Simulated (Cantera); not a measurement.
**Pyrogenic steam for wet oxidation**

An isothermal, constant-pressure homogeneous reactor starts with 3.97 % H₂, 11.0 % O₂, 85.0 % N₂, equivalence ratio 0.18, at 1100 K and 0.180 bar.

Computed with Cantera and the H2/O2 subset of GRI-Mech 3.0, which has no nitrogen chemistry. The temperature is held fixed by assumption; the heat of reaction is taken as removed at once.

```csv
t (s),x H₂,x O₂,x H,x H₂O,x O
0.000400,0.0397,0.110,4.96e-7,7.66e-7,2.25e-7
0.00132,0.00325,0.0923,0.00818,0.0321,0.00486
0.00434,0.000198,0.0922,0.000103,0.0401,0.000344
0.0143,1.55e-5,0.0923,1.75e-6,0.0405,2.35e-5
0.0470,1.35e-6,0.0923,7.02e-8,0.0405,2.76e-6
0.155,1.54e-7,0.0923,5.22e-9,0.0405,4.95e-7
0.510,2.88e-8,0.0923,5.87e-10,0.0405,1.16e-7
1.68,7.10e-9,0.0923,8.19e-11,0.0405,3.14e-8
5.53,2.00e-9,0.0923,1.30e-11,0.0405,9.19e-9
18.2,6.87e-10,0.0923,2.68e-12,0.0405,3.13e-9
60.0,4.27e-10,0.0923,1.30e-12,0.0405,1.85e-9
```
x: mole fraction; the columns are a selection and need not sum to one.

Equilibrium at this temperature and pressure: H₂ 4.17e-10, O₂ 0.0923, H 1.25e-12, H₂O 0.0405, O 1.80e-9 (gas phase only).
